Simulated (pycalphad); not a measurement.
All values are pycalphad results on the COST 507 light-alloy database (1999) (1 atm), not direct measurements. These are 1990s assessments: newer ones move some temperatures and phases. Phase fractions are per mole of atoms.

Q: Give the equilibrium state of Cu-4.25Si (at.%) at 1027 °C.

A: 
```
T = 1300.00 K, P = 101325 Pa, N = 1 mol of atoms
G = -68621 J/mol, H = 32593 J/mol, S = 77.86 J/(mol K)  (SER reference)
chemical potentials (J/mol): Cu -67398, Si -96191
phase             fraction      x(Cu)      x(Si)
LIQUID              0.5132     0.9438     0.0562
FCC_A1              0.4868     0.9719     0.0281
```

FCC_A1 is fcc.
